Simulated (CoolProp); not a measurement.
Vapour-liquid equilibrium of propylene (1) + R142b (2) at 295.6 K; x and y are mole fractions of (1).

The numbers come from the multi-fluid Helmholtz-energy mixture model, Lemmon 2013 and Lemmon 2006; pair parameters Bell 2016 in CoolProp.

Task: Give the bubble pressure and the first vapour's composition at x = 0.35, 0.5, 0.65. Is there an azeotrope?

Result: x = 0.35: 6.082 bar, y = 0.632; x = 0.5: 7.251 bar, y = 0.748; x = 0.65: 8.349 bar, y = 0.835. No azeotrope shows between x = 0.05 and 0.95.

Pair parameters are fitted to limited data, so mixtures are less certain than the pure fluids.
